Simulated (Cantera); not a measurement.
Input: 1 mol Al, 75 mol N2, 2.3 mol H2, 0.7 mol HCl.

Cantera equilibrium calculation (NASA polynomials, part measured and part estimated; ideal gas, pure solids and liquids). Candidate condensed phases: Al, AlCl3, AlN, NH4Cl; 20 gas species. The tables' values for AlCl2 are old estimates. Equilibrium is a limit: real reactors are often held back by kinetics, nucleation or transport.

What condenses at these points (T in °C, P in Pa): (900, 32); (1500, 100); (1100, 32); (1200, 100000); (1800, 1000)?


```
T (°C)  P in Pa  condensed phases  Al condensed (%)
------  -------  ----------------  ----------------
900          32               AlN              93.7
1500        100          gas only               0.0
1100         32               AlN              67.6
1200     100000               AlN              92.9
1800       1000          gas only               0.0
```
